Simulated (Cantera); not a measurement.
A closed system holds: 1 mol PbO, 0.099 mol O2, 0.39 mol N2, at 1023 K and 25.0 Pa.

Equilibrium computed with Cantera from the NASA thermochemical tables; the gas is ideal and each condensed phase is pure. Candidate condensed phases: Pb, PbO, PbO2, Pb3O4; 12 gas species. Equilibrium is a limit: real reactors are often held back by kinetics, nucleation or transport.

Problem. What is the equilibrium state?

Solution. 
```
Property                                 Value
----------------------------------  ----------
x(N2)                                    0.795
x(O2)                                    0.202
x(PbO)                                 0.00257
x(NO)                                  3.95e-5
x(Pb)                                  1.61e-5
n(PbO(yellow))                       0.999 mol
gas amount                          0.4903 mol
log10 activity of Pb(l) (absent)         -3.82
log10 activity of PbO2(s) (absent)       -4.34
```
